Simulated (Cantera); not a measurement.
Feed: 1 mol Si2H6, 0.8 mol O2, 10 mol N2, at 0.130 bar.

Equilibrium computed with Cantera from the NASA thermochemical tables; the gas is ideal and each condensed phase is pure. Candidate condensed phases: H2O, Si, SiO2, Si2N2O, Si3N4; 35 gas species. The feed counts by its element totals alone. Mutual solubility and eutectic melting of coexisting phases are not modelled. The tables hold silica as quartz up to 1696 K and as liquid above; real silica turns to tridymite and cristobalite and melts near 1996 K. Kinetics and transport are ignored. All values below are at 1625 K.

Base state: N2 0.754, H2 0.245, SiO 0.000812, H2O 0.000111, H 9.69e-5 (mole fractions); condensed: SiO2(β-quartz) + Si2N2O(s).

**Question.** What changes in the equilibrium state with this change: 1.8 mol CO2 added?

**Answer.** 
```json
[
 {"species": "N2", "before": "0.754", "after": "0.671"},
 {"species": "H2", "before": "0.245", "after": "0.205"},
 {"species": "CO", "before": "0", "after": "0.123"},
 {"species": "SiO", "before": "0.000812", "after": "0.000844"},
 {"species": "HCN", "before": "0", "after": "2.43e-5"},
 {"species": "CO2", "before": "0", "after": "1.73e-5"},
 {"species": "H2O", "before": "0.000111", "after": "8.94e-5"},
 {"species": "SiO2(β-quartz), mol", "before": "0.396", "after": "1.60"},
 {"species": "Si2N2O(s), mol", "before": "0.797", "after": "0.196"}
]
```
Further candidate phases: C, C6H6, C7H8, C8H18, SiC.
